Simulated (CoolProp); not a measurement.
A single-stage vapour-compression cycle with R1336mzz(Z): evaporating at 324.15 K (dew point), condensing at 357.15 K (bubble point), superheat 5 K, subcooling 8 K, compressor efficiency 0.8, no pressure losses. Each further row changes one setting.

Model: reference Helmholtz-energy equation of state, McLinden 2020, in CoolProp.

| case | cooling COP | pressure ratio | discharge temperature (K) | refrigerating effect (kJ/kg) | volumetric capacity (kJ/m³) |
|---|---|---|---|---|---|
| as stated | ___ | 2.58 | 357.1 | 128 | 1530 |
| evaporating temperature 329.15 K | 8.71 | ___ | 357.1 | 132 | ___ |
| condensing temperature 352.15 K | ___ | ___ | 352.1 | 135 | 1610 |
| subcooling 13 K | 7.46 | 2.58 | 357.1 | 135 | 1610 |
| superheat 15 K | 7.27 | 2.58 | 364.9 | 138 | 1580 |
| compressor efficiency 0.7 | ___ | 2.58 | 357.5 | 128 | 1530 |

Complete the blanks.


- as stated, cooling COP: 7.09
- evaporating temperature 329.15 K, pressure ratio: 2.20
- evaporating temperature 329.15 K, volumetric capacity (kJ/m³): 1840
- condensing temperature 352.15 K, cooling COP: 8.61
- condensing temperature 352.15 K, pressure ratio: 2.26
- compressor efficiency 0.7, cooling COP: 6.20

The compression ends wet for: as stated; evaporating temperature 329.15 K; condensing temperature 352.15 K; subcooling 13 K.
